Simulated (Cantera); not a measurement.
Input: 1 mol B2H6, 0.54 mol O2, at 11.0 mbar.

Method: chemical equilibrium by Gibbs-energy minimisation in Cantera with the NASA 1993 tables (ideal gas, pure condensed phases). Candidate condensed phases: B, B2O3, B3O3H3, H2O; 23 gas species. The feed counts by its element totals alone. The tables' values for BH2 are old estimates; treat these amounts as uncertain. Equilibrium is a limit: real reactors are often held back by kinetics, nucleation or transport. All values below are at 1650 K.

Base state: H2 0.799, HBO 0.106, B2O2 0.0724, B2O3 0.0161, HBO2 0.00288, BO 0.00218, H 0.000774, B3O3H3 0.000255 (mole fractions); condensed: B(s).

What changes in the equilibrium state with this change: O2 from 0.54 to 1.3 mol?


| species | before | after |
|---|---|---|
| H2 | 0.799 | 0.795 |
| HBO | 0.106 | 0.0999 |
| B2O2 | 0.0724 | 0.0648 |
| B2O3 | 0.0161 | 0.0316 |
| B2O | 1.07e-5 | 4.36e-6 |
| BH2 | 3.23e-5 | 1.38e-5 |
| B(s), mol | 0.987 | 0 |
| B2O3(l), mol | 0 | 0.467 |
